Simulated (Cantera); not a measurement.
A Cantera script and its output.

```python
import numpy as np
import cantera as ct

gas = ct.Solution("gri30.yaml")
gas.TPX = 625, 13332, {'CH4': 1, 'C2H6': 0.085, 'O2': 3.38, 'N2': 14.5}
flame = ct.FreeFlame(gas, width=0.16)
flame.set_refine_criteria(ratio=3, slope=0.08, curve=0.16)
flame.transport_model = "mixture-averaged"
flame.solve(loglevel=0, auto=True)
z, T = flame.grid, flame.T
thick = (T[-1] - T[0]) / np.gradient(T, z).max()
show = ['CH4', 'C2H6', 'O2', 'CH3', 'HCN', 'NO']
print(f"laminar burning velocity  {flame.velocity[0] * 100:.3f} cm/s")
print(f"burnt temperature         {T[-1]:.1f} K")
print(f"thermal thickness         {thick * 1e3:.4f} mm")
print(f"grid points               {len(z)}")
z0 = z[flame.heat_release_rate.argmax()]
print(f"{'z/mm':>9s}{'T/K':>9s}{'u/(m/s)':>9s}" + "".join(f"{s:>11s}" for s in show))
rows = []
for k in (-3, -2, -1.5, -1, -0.5, -0.25, 0, 0.25, 0.5, 1, 2, 4, 8):
    zz = z0 + k * thick
    rows.append([k * thick, np.interp(zz, z, T), np.interp(zz, z, flame.velocity),
                 *(np.interp(zz, z, flame.X[gas.species_index(s)]) for s in show)])
    print(f"{rows[-1][0] * 1e3:9.3f}{rows[-1][1]:9.1f}{rows[-1][2]:9.3f}" + "".join(f"{x:11.3e}" for x in rows[-1][3:]))
```

Result:

```
laminar burning velocity  127.351 cm/s
burnt temperature         1940.7 K
thermal thickness         2.5411 mm
grid points               140
     z/mm      T/K  u/(m/s)        CH4       C2H6         O2        CH3        HCN         NO
   -7.623    625.1    1.274  5.270e-02  4.480e-03  1.781e-01  5.863e-08  1.760e-12  1.679e-11
   -5.082    625.9    1.277  5.259e-02  4.475e-03  1.779e-01  6.461e-07  3.019e-11  2.180e-10
   -3.812    630.0    1.287  5.231e-02  4.462e-03  1.775e-01  3.466e-06  2.304e-10  1.339e-09
   -2.541    659.1    1.351  5.071e-02  4.383e-03  1.752e-01  2.659e-05  2.697e-09  1.205e-08
   -1.271    880.6    1.822  3.953e-02  3.535e-03  1.579e-01  3.727e-04  4.204e-08  1.328e-07
   -0.635   1164.6    2.429  2.404e-02  1.653e-03  1.316e-01  1.255e-03  1.311e-07  3.602e-07
    0.000   1459.2    3.064  7.196e-03  1.260e-04  9.795e-02  9.058e-04  2.859e-07  8.261e-07
    0.635   1582.7    3.328  8.388e-04  7.760e-07  7.712e-02  1.171e-04  2.454e-07  1.414e-06
    1.271   1613.3    3.387  5.732e-05  1.655e-09  6.905e-02  7.949e-06  1.061e-07  1.871e-06
    2.541   1642.4    3.434  2.968e-07  4.315e-14  6.402e-02  4.351e-08  1.414e-08  2.557e-06
    5.082   1681.2    3.501  6.351e-11  3.831e-20  6.127e-02  1.037e-11  3.448e-10  3.720e-06
   10.164   1732.1    3.594  5.526e-17  1.957e-28  5.988e-02  1.503e-17  4.425e-13  5.600e-06
   20.329   1791.5    3.703  9.947e-20  2.830e-31  5.886e-02  1.360e-18  1.465e-14  8.321e-06
```

Computed with Cantera and GRI-Mech 3.0 (53 species, 325 reactions). Burning velocities carry a grid error of a few per cent, more on coarse grids.
